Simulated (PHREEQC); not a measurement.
A solution holds 0.036 mol/kgw NaHCO3, 0.0056 mol/kgw Na2SO4 and 8.8e-05 mol/kgw NaCl, at 25 °C. Closed to the air; pH follows from the charge balance.

Model: ion-association model, phreeqc.dat, run in PHREEQC.

| Property | Value |
|---|---|
| pH | 8.10 |
| ionic strength | 0.0514 mol/kgw |
| specific conductance | 4000 µS/cm |
| density | 1.000 g/cm³ |
| total alkalinity | 36.0 meq/kg |

```csv
species,molality,activity,log γ
Na+,0.0460,0.0379,-0.084
HCO3-,0.0344,0.0284,-0.082
SO4-2,0.00507,0.00232,-0.339
NaHCO3,0.000599,0.000606,0.005
NaSO4-,0.000533,0.000440,-0.082
CO2,0.000504,0.000510,0.005
CO3-2,0.000358,0.000168,-0.330
NaCO3-,0.000144,0.000118,-0.086
Cl-,8.80e-5,7.15e-5,-0.090
OH-,1.57e-6,1.27e-6,-0.092
```

This is a speciation only: nothing precipitates in the calculation. Complexes and solids missing from the database can't appear.
